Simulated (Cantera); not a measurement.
A perfectly stirred reactor is fed with 3.73 % C3H8, 20.2 % O2, 76.0 % N2, equivalence ratio 0.92, at 1.20 bar; it is adiabatic with a 473 K inlet, and is followed from long to short residence time, starting on the burning branch (τ in s: 0.053, 0.02, 0.0075, 0.0028, 0.0011, 0.00041, 0.00015, 5.8e-05, 2.2e-05, 8.2e-06, 3.1e-06).

Computed with Cantera and GRI-Mech 3.0 (53 species, 325 reactions). GRI-Mech 3.0 was tuned for natural gas; its chemistry of propane as a main component is partial and can be far from experiment.

Problem. Predict: blow-out, bracketed by the residence times tried; x(C3H8) at τ = 53.0 ms; x(O2) at τ = 53.0 ms; x(CH4) at τ = 53.0 ms; x(O) at τ = 53.0 ms; x(C2H2) at τ = 53.0 ms; x(C3H8) at τ = 0.410 ms; x(O2) at τ = 0.410 ms; x(CH4) at τ = 0.410 ms; x(O) at τ = 0.410 ms; x(C2H2) at τ = 0.410 ms.

Solution. 
- blow-out, bracketed by the residence times tried = burning at 58.0 µs, out at 22.0 µs
- x(C3H8) at τ = 53.0 ms = 2.24e-7
- x(O2) at τ = 53.0 ms = 0.0190
- x(CH4) at τ = 53.0 ms = 2.07e-7
- x(O) at τ = 53.0 ms = 0.000784
- x(C2H2) at τ = 53.0 ms = 1.14e-6
- x(C3H8) at τ = 0.410 ms = 1.43e-5
- x(O2) at τ = 0.410 ms = 0.0313
- x(CH4) at τ = 0.410 ms = 5.02e-6
- x(O) at τ = 0.410 ms = 0.00434
- x(C2H2) at τ = 0.410 ms = 1.39e-5
